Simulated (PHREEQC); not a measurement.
A solution holds 0.001 mol/kgw AgNO3 and 0.0002 mol/kgw Zn(NO3)2, at 60 °C. Closed to the air; pH follows from the charge balance.

Model: ion-association model, wateq4f.dat, run in PHREEQC.

### Question
The ionic strength comes out as 0.00160 mol/kgw. What activity coefficients do Ag+, NO3-, ZnOH+, Zn+2, H+ get?

### Answer
Ag+ 0.95, NO3- 0.95, ZnOH+ 0.95, Zn+2 0.83, H+ 0.96.

Precipitation was switched off in this run. Complexes and solids missing from the database can't appear. Constants without temperature data keep their 25 °C values here.
